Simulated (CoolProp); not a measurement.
Saturation properties of ethane (Tc = 305.3 K, pc = 4.872 MPa, ω = 0.099).

Values from CoolProp's reference Helmholtz-energy equation of state, Bücker 2006.

| T (K) | p (MPa) | vapour density (kg/m³) | liquid cp (kJ/(kg K)) | liquid viscosity (µPa s) | vapour viscosity (µPa s) |
|---|---|---|---|---|---|
| 198.8 | 0.2057 | 3.963 | 2.506 | 140 | 6.35 |
| 205.8 | 0.2802 | 5.292 | 2.546 | 129 | 6.59 |
| 212.8 | 0.3736 | 6.939 | 2.591 | 119 | 6.83 |
| 219.8 | 0.4884 | 8.954 | 2.643 | 110 | 7.08 |
| 226.8 | 0.6276 | 11.40 | 2.704 | 102 | 7.34 |
| 233.8 | 0.7941 | 14.34 | 2.774 | 94.2 | 7.62 |
| 240.8 | 0.9909 | 17.87 | 2.857 | 87.0 | 7.92 |
| 247.8 | 1.221 | 22.10 | 2.958 | 80.2 | 8.24 |

It boils at 184.6 K under 1 atm.

Viscosity comes from a separate model (Friend 1991).
